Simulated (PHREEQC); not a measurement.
Solution (25 °C): 0.0019 mol CdCl2, 0.045 mol HCl and 0.15 mol NaCl per kg of water. Closed to the air; pH follows from the charge balance.

The numbers come from PHREEQC with the ion-association model, phreeqc.dat.

Each row changes one thing in this solution. This is a speciation only: nothing precipitates in the calculation.

```tsv
case	pH	CdCl+ (mol/kgw)	CdCl2 (mol/kgw)	Cd+2 (mol/kgw)	CdCl3- (mol/kgw)	SI of Halite (NaCl)
as made	1.45	0.00115	0.000483	0.000205	6.01e-5	-3.37
diluted 2-fold with water	1.73	0.000615	?	0.000178	?	-3.92
NaCl replaced by NaBr at the same molality	1.45	?	2.39e-5	0.000167	7.34e-7	-3.98
NaCl from 0.15 to 0.225 mol/kgw	1.45	?	0.000580	0.000150	9.95e-5	-3.08
temperature from 25 to 5 °C	1.44	0.00118	0.000464	0.000217	4.19e-5	-3.35
temperature from 25 to 50 °C	1.45	0.00112	0.000496	?	8.74e-5	-3.40
```

**Question.** Fill in the missing entries.

**Answer.** 
- diluted 2-fold with water, CdCl2 (mol/kgw): 0.000148
- diluted 2-fold with water, CdCl3- (mol/kgw): 9.24e-6
- NaCl replaced by NaBr at the same molality, CdCl+ (mol/kgw): 0.000231
- NaCl from 0.15 to 0.225 mol/kgw, CdCl+ (mol/kgw): 0.00107
- temperature from 25 to 50 °C, Cd+2 (mol/kgw): 0.000196

Species that the database lacks are ignored. Away from 25 °C the constants follow the database's enthalpies or fits; those with neither stay at their 25 °C values.
